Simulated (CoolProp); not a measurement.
Diethyl ether along the isotherm 305.3 K: density (kg/m³) from the reference equation and from simpler models built on Tc = 467.9 K, pc = 3.717 MPa, ω = 0.282; each cubic takes its own stable root.

Model: reference Helmholtz-energy equation of state, Thol 2014, in CoolProp.

| p (MPa) | phase | reference |
|---|---|---|
| 0.0588 | gas | 1.764 |
| 0.153 | liquid | 699.5 |
| 0.248 | liquid | 699.7 |
| 0.4 | liquid | 699.9 |
| 0.647 | liquid | 700.3 |
| 1.05 | liquid | 700.9 |
| 1.69 | liquid | 701.9 |
| 2.73 | liquid | 703.4 |
| 4.41 | liquid | 705.8 |
| 7.12 | liquid | 709.5 |
| 11.5 | liquid | 715.1 |
| 18.6 | liquid | 723.3 |

Task: How far does each simpler model (Redlich-Kwong, Peng-Robinson) lie from the reference over these 12 states: mean and median of the absolute difference, and the worst?

Result: 
- Redlich-Kwong: mean 17.9 %, median 11.7 %, worst -99.3 % at 305.3 K and 0.153 MPa
- Peng-Robinson: mean 3.2 %, median 3.4 %, worst +3.9 % at 305.3 K and 18.6 MPa

At some of these states Redlich-Kwong gives the other phase, because its saturation line lies elsewhere.
